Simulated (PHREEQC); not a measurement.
Make-up at 93 °C: 75 mmol/kgw KH2PO4, 40 mmol/kgw HF, 0.13 mmol/kgw NiSO4 and 16 mmol/kgw H2SO4. Closed to the air; pH follows from the charge balance.

All values are PHREEQC results (ion-association model, wateq4f.dat), not measurements.

This is a speciation only: nothing precipitates in the calculation.

**Question.** Order these S species by the share of S that they hold, largest first: SO4-2, HSO4-, NiSO4, KSO4-.

**Answer.** SO4-2 (47 %), HSO4- (32 %), KSO4- (21 %), NiSO4 (0.17 %)

The pH is 2.58 and the ionic strength 0.0827 mol/kgw. H3PO4, which wateq4f.dat lacks, is added to it with the constant of phreeqc.dat. Away from 25 °C the constants follow the database's enthalpies or fits; those with neither stay at their 25 °C values. The database has no phosphate complexes of Ni.
